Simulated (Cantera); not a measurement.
**Thermodynamics of fluorocarbon and chlorocarbon gases, feed CH3F + CH4 + H2**

Input: 1 mol CH3F, 1.3 mol CH4, 2.1 mol H2, held at 0.0170 bar.

These are equilibrium values from Cantera (NASA tables, ideal gas, pure condensed phases), not measurements of a reactor. Candidate condensed phases: C, C6H6, C7H8, C8H18; 95 gas species. Kinetics and transport are ignored.

From 1775 K to 2675 K the condensed part is C(graphite). The main C-bearing gas is C2H2 (acetylene) throughout. The share of C in condensed phases is highest at 1775 K (99.9 %) and lowest at 2675 K (90.6 %).

```json
[
 {"T (K)": "1775", "x H2": "0.849", "x H": "0.00205", "x HF": "0.149", "x C2H2 (acetylene)": "0.000121", "n C(graphite)": "2.30"},
 {"T (K)": "1875", "x H2": "0.846", "x H": "0.00462", "x HF": "0.149", "x C2H2 (acetylene)": "0.000268", "n C(graphite)": "2.30"},
 {"T (K)": "1975", "x H2": "0.841", "x H": "0.00963", "x HF": "0.149", "x C2H2 (acetylene)": "0.000546", "n C(graphite)": "2.29"},
 {"T (K)": "2075", "x H2": "0.832", "x H": "0.0186", "x HF": "0.148", "x C2H2 (acetylene)": "0.00103", "n C(graphite)": "2.29"},
 {"T (K)": "2175", "x H2": "0.818", "x H": "0.0339", "x HF": "0.147", "x C2H2 (acetylene)": "0.00182", "n C(graphite)": "2.27"},
 {"T (K)": "2275", "x H2": "0.794", "x H": "0.0580", "x HF": "0.145", "x C2H2 (acetylene)": "0.00302", "n C(graphite)": "2.26"},
 {"T (K)": "2375", "x H2": "0.759", "x H": "0.0942", "x HF": "0.142", "x C2H2 (acetylene)": "0.00471", "n C(graphite)": "2.23"},
 {"T (K)": "2475", "x H2": "0.709", "x H": "0.145", "x HF": "0.138", "x C2H2 (acetylene)": "0.00690", "n C(graphite)": "2.20"},
 {"T (K)": "2575", "x H2": "0.644", "x H": "0.213", "x HF": "0.133", "x C2H2 (acetylene)": "0.00946", "n C(graphite)": "2.15"},
 {"T (K)": "2675", "x H2": "0.563", "x H": "0.297", "x HF": "0.127", "x C2H2 (acetylene)": "0.0121", "n C(graphite)": "2.08"}
]
```
x: gas mole fraction; n: condensed amount in mol.
